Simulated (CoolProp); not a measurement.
Model: reference Helmholtz-energy equation of state, Lemmon 2006, in CoolProp. It is a short technical equation, of lower accuracy than the large ones.

**Question.** For neopentane, give the phase and the density (kg/m³), cp (kJ/(kg K)), expansivity (1/kK), fugacity coefficient at 332.9 K and 101 kPa.

**Answer.** 
- 332.9 K and 101 kPa: gas; density 2.70, cp 1.87, expansivity 3.26, fugacity coefficient 0.975
